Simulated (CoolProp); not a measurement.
Aqueous calcium chloride as a coolant, at 21 °C, 1 atm.

Values from CoolProp's Melinder's fits for secondary coolants.

```tsv
mass %	freezing point (°C)	viscosity (mPa s)	density (kg/m³)	Prandtl number	conductivity (W/(m K))
3	-1.4	1.06	1022	7.11	0.597
7.4	-3.8	1.18	1061	7.50	0.592
11.7	-7.4	1.34	1102	8.02	0.586
16	-12.3	1.56	1142	8.87	0.581
20.3	-18.8	1.90	1183	10.2	0.576
24.6	-28.0	2.39	1225	12.3	0.570
28.9	-42.8	3.13	1269	15.6	0.564
```
